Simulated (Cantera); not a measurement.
Charge: 1 mol Si3N4, 3.2 mol Cl2, 1.5 mol H2, at 1.00 bar.

Equilibrium computed with Cantera from the NASA thermochemical tables; the gas is ideal and each condensed phase is pure. Candidate condensed phases: NH4Cl, Si, Si3N4; 28 gas species. The tables' values for SiCl3 are old estimates; treat these amounts as uncertain. Equilibrium is a limit: real reactors are often held back by kinetics, nucleation or transport. All values below are at 677 °C.

Base state: HCl 0.316, SiCl4 0.294, N2 0.197, H2 0.192, SiHCl3 0.000823, NH3 3.09e-5, SiCl3 1.66e-5 (mole fractions); condensed: Si3N4(s).

Q: What changes in the equilibrium state with this change: Si3N4 replaced by BN?

A: 
```tsv
species	before	after
HCl	0.316	0.638
BCl3	0	0.213
N2	0.197	0.106
SiCl4	0.294	0
H2	0.192	<1e-9
Cl2	<1e-9	0.0425
SiHCl3	0.000823	0
Cl	<1e-9	3.65e-5
Si3N4(s), mol	0.579	0
```
Further candidate phases: B, BN.
